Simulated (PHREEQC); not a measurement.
Consider water at 80 °C with 0.11 mol/kgw HCl, 0.011 mol/kgw CaCl2 and 7e-05 mol/kgw MnSO4. Closed to the air; pH follows from the charge balance.

Computed with PHREEQC (ion-association model, phreeqc.dat).

This is a speciation only: nothing precipitates in the calculation.

Problem. Order these Mn species by the share of Mn that they hold, largest first: Mn+2, MnCl2, MnCl+.

Solution. Mn+2 (85 %), MnCl+ (14 %), MnCl2 (0.42 %)

Problem. Order these S species by the share of S that they hold, largest first: CaHSO4+, HSO4-, CaSO4, SO4-2.

Solution. HSO4- (88 %), SO4-2 (6.4 %), CaHSO4+ (3.7 %), CaSO4 (1.6 %)

The pH is 1.06 and the ionic strength 0.143 mol/kgw. Away from 25 °C the constants follow the database's enthalpies or fits; those with neither stay at their 25 °C values.
